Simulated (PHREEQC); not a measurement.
Metal-bearing waste water (model solution)

Dissolve 0.0082 mol FeCl3, 0.008 mol HCl and 0.0082 mol Na2SO4 per kg of water at 25 °C. Closed to the air; pH follows from the charge balance.

Model: ion-association model, wateq4f.dat, run in PHREEQC.

Each row changes one thing in this solution. Precipitation was switched off in this run.

```
case                                             pH  ionic strength (mol/kgw)  SO4-2 (mol/kgw)  HSO4- (mol/kgw)
---------------------------------------------  ----  ------------------------  ---------------  ---------------
as made                                        2.17                    0.0456          0.00208         0.000794
Na2SO4 replaced by KHSO4 at the same molality  1.89                    0.0452          0.00170          0.00124
FeCl3 left out                                 2.27                    0.0282          0.00599          0.00195
temperature from 25 to 10 °C                   2.18                    0.0466          0.00221         0.000607
Na2SO4 from 0.0082 to 0.0041 mol/kgw           2.11                    0.0449         0.000716         0.000312
Na2SO4 from 0.0082 to 0.00164 mol/kgw          2.07                    0.0467         0.000232         0.000108
0.0017 mol/kgw NaHCO3 added                    2.25                    0.0458          0.00220         0.000692
FeCl3 from 0.0082 to 0.041 mol/kgw             1.93                     0.183         0.000885         0.000417
```

Some of these states are supersaturated (in Jarosite-Na, Hematite (slow to form), Jarosite-K, for instance). At this temperature some constants are extrapolated from 25 °C, and those without enthalpy data are left unchanged.
